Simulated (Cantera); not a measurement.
Input (Python, Cantera) and output of one run.

```python
import numpy as np
import cantera as ct

gas_names = """
    H HO2 H2 H2O H2O2 O OH O2 O3 V VO VO2
""".split()
cond_names = """
    H2O(s) H2O(L) V(cr) V(L) VO(s) VO(L) V2O3(s) V2O3(L) V2O4(I) V2O4(II) V2O4(L) V2O5(s) V2O5(L)
""".split()


# ... load() reads the species with a 1 bar reference pressure and builds the phases ...
atoms = {
    'V2O5': {'V': 2, 'O': 5},
    'H2': {'H': 2},
    'H2O': {'H': 2, 'O': 1},
}
top_T = {}  # K; cautious upper limits of use, not melting points


# ... equilibrate(T, P, feed) seeds the gas with the atoms and calls Mixture.equilibrate('TP', solver="vcs", rtol=1e-11, max_steps=5000) ...
results = []
feed = {'V2O5': 1, 'H2': 1.5, 'H2O': 4}  # mol
T = 2175  # K
P = 21000  # Pa
mix = equilibrate(T, P, feed)
results.append((T, P, feed, dict(zip(mix.species_names, mix.species_moles))))
print(gas.report(threshold=1e-06))
for i in range(1, mix.n_phases):
    print(f"{mix.phase(i).name:16s} {mix.phase_moles(i):12.5e} mol")
```

Result:

```
       temperature   2175 K
          pressure   21000 Pa
           density   0.020755 kg/m^3
  mean mol. weight   17.873 kg/kmol
   phase of matter   gas

                          1 kg             1 kmol
                     ---------------   ---------------
          enthalpy       -8.0207e+06       -1.4335e+08  J
   internal energy       -9.0325e+06       -1.6144e+08  J
           entropy             15750        2.8149e+05  J/K
    Gibbs function       -4.2276e+07       -7.5559e+08  J
 heat capacity c_p            2890.2             51656  J/K
 heat capacity c_v              2425             43341  J/K

                      mass frac. Y      mole frac. X     chem. pot. / RT
                     ---------------   ---------------   ---------------
                 H        0.00014695         0.0026055           -12.064
                H2          0.006748          0.059824           -24.128
               H2O           0.92519           0.91788           -42.864
                 O        0.00014671        0.00016389           -18.736
                OH         0.0051092         0.0053693             -30.8
                O2         0.0019039         0.0010634           -37.473
                VO         2.304e-05        6.1516e-06            -38.91
               VO2          0.060735          0.013088           -57.647
     [   +4 minor]        4.7762e-07        2.5709e-07

V(cr)             0.00000e+00 mol
VO(L)             0.00000e+00 mol
V2O3(s)           1.85377e-01 mol
V2O4(L)           7.77943e-01 mol
V2O5(L)           0.00000e+00 mol
```

Cantera equilibrium calculation (NASA polynomials, part measured and part estimated; ideal gas, pure solids and liquids). Mutual solubility and eutectic melting of coexisting phases are not modelled. Condensed phases not in the tables: the oxides between V2O3 and V2O5 other than VO2.
